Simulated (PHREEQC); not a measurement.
0.39 g of hydrous ferric oxide (600 m²/g; 0.2 weak and 0.005 strong sites per Fe, Dzombak-Morel constants, diffuse double layer) in 1 kg of water with 0.01 mol/kgw of an inert sodium salt and 0.0014 mol CaCl2, at 25 °C; the pH is set by adding NaOH or the inert anion's acid. Oxygen alone is held at its pressure in air (log pO2 = -0.68). CO2 from the air is kept out. No solid was allowed to form.

Equilibrium calculation in PHREEQC: ion-association model, wateq4f.dat.

```csv
pH,Ca sorbed (%),surface charge σ (C/m²),surface potential ψ (mV)
3,0.0,0.335,196
3.5,0.0,0.291,190
4.5,0.0,0.177,166
5,0.0,0.127,149
5.5,0.0,0.087,130
6.5,0.1,0.035,85
7,0.6,0.021,61
7.5,1.6,0.011,38
8.5,12.0,0.001,4
9,21.1,0.000,0
```

Species that the database lacks are ignored. The oxide is taken as insoluble; below pH 4 it would dissolve.
